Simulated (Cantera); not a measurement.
Standard-state values (1 bar) from the NASA 1993 polynomials, evaluated with Cantera. Values are per mole of reaction as written; species without (g) are pure solids or liquids, kept so even where they would boil at 1 bar.

### Question
Between 825 and 1000 K, where is each reaction favourable under standard conditions?
- Ca + 2 HF(g) = 2 H(g) + CaF₂

### Answer
- Ca + 2 HF(g) = 2 H(g) + CaF₂: ΔG° is -178 kJ at 825 K and -168 kJ at 1000 K; it stays negative (K > 1). ΔH° is -222 kJ and ΔS° -55 J/K at 1000 K.
